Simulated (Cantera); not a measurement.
Input (Python, Cantera) and output of one run.

```python
import numpy as np
import cantera as ct

gas_names = [...]  # 123 gases of nasa_gas.yaml made of C, H, O, Si
cond_names = """
    C(gr) C6H6(L) C7H8(L) C8H18(L),n-octa H2O(s) H2O(L) Si(cr) Si(L) SiC(b) SiO2(Lqz) SiO2(hqz) SiO2(L)
""".split()


# ... load() reads the species with a 1 bar reference pressure and builds the phases ...
atoms = {
    'TEOS': {'Si': 1, 'C': 8, 'H': 20, 'O': 4},
    'O2': {'O': 2},
}
top_T = {'C(gr)': 4500, 'SiC(b)': 3050}  # K; cautious upper limits of use, not melting points


# ... equilibrate(T, P, feed) seeds the gas with the atoms and calls Mixture.equilibrate('TP', solver="vcs", rtol=1e-11, max_steps=5000) ...
results = []
feed = {'TEOS': 1, 'O2': 17}  # mol
T = 1325  # K
P = 1333.22  # Pa
mix = equilibrate(T, P, feed)
results.append((T, P, feed, dict(zip(mix.species_names, mix.species_moles))))
print(gas.report(threshold=0.0001))
for i in range(1, mix.n_phases):
    print(f"{mix.phase(i).name:16s} {mix.phase_moles(i):12.5e} mol")
```

Result:

```
       temperature   1325 K
          pressure   1333.2 Pa
           density   0.0036421 kg/m^3
  mean mol. weight   30.095 kg/kmol
   phase of matter   gas

                          1 kg             1 kmol
                     ---------------   ---------------
          enthalpy       -6.6186e+06       -1.9919e+08  J
   internal energy       -6.9846e+06       -2.1021e+08  J
           entropy             10150        3.0546e+05  J/K
    Gibbs function       -2.0067e+07       -6.0392e+08  J
 heat capacity c_p            1575.9             47428  J/K
 heat capacity c_v            1299.7             39114  J/K

                      mass frac. Y      mole frac. X     chem. pot. / RT
                     ---------------   ---------------   ---------------
               CO2           0.50862           0.34782           -70.689
               H2O           0.26023           0.43473           -52.918
                O2           0.23111           0.21737           -33.232
     [ +120 minor]        5.0985e-05        9.0179e-05

C(gr)             0.00000e+00 mol
Si(cr)            0.00000e+00 mol
SiC(b)            0.00000e+00 mol
SiO2(hqz)         1.00000e+00 mol
```

Cantera equilibrium calculation (NASA polynomials, part measured and part estimated; ideal gas, pure solids and liquids). The feed counts by its element totals alone. The tables hold silica as quartz up to 1696 K and as liquid above; real silica turns to tridymite and cristobalite and melts near 1996 K.
